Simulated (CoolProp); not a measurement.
Vapour-liquid equilibrium of acetone (1) + n-nonane (2) at 0.441 MPa; x and y are mole fractions of (1).

Computed with CoolProp (multi-fluid Helmholtz-energy mixture model, Lemmon 2006 and Lemmon 2006; pair parameters Bell 2016).

```tsv
x	bubble temperature (°C)	y at the bubble point	dew temperature at overall composition x (°C)	liquid density (mol/L)
0.05	192.7	0.368	213.7	4.545
0.15	159.1	0.716	207.6	5.107
0.25	141.2	0.831	201.1	5.598
0.35	131.5	0.879	194.0	6.083
0.45	125.6	0.905	186.3	6.604
0.55	121.5	0.922	177.4	7.194
0.65	118.1	0.937	167.1	7.885
0.75	115.0	0.951	154.4	8.715
0.85	111.8	0.968	137.6	9.737
0.95	108.5	0.988	115.3	11.02
```

No azeotrope shows between x = 0.05 and 0.95.

Pair parameters are fitted to limited data, so mixtures are less certain than the pure fluids.
